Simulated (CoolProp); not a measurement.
Nitrous oxide at several states: density (kg/m³) from the reference equation and from simpler models built on Tc = 309.5 K, pc = 7245 kPa, ω = 0.161; each cubic takes its own stable root.

Model: reference Helmholtz-energy equation of state, Lemmon 2006, in CoolProp. It is a short technical equation, of lower accuracy than the large ones.

```csv
T (K),p (kPa),phase,reference,van der Waals,Soave-Redlich-Kwong,Peng-Robinson
367.1,55.2,gas,0.7972,0.7972,0.7971,0.7973
417.3,42500,supercritical,658.0,576.7,607.0,656.9
472.4,24300,supercritical,330.9,355.4,308.9,325.7
288.6,5110,liquid,826.1,147.1,702.1,791.9
500,2460,gas,26.59,26.81,26.49,26.68
```

At some of these states van der Waals gives the other phase, because its saturation line lies elsewhere.
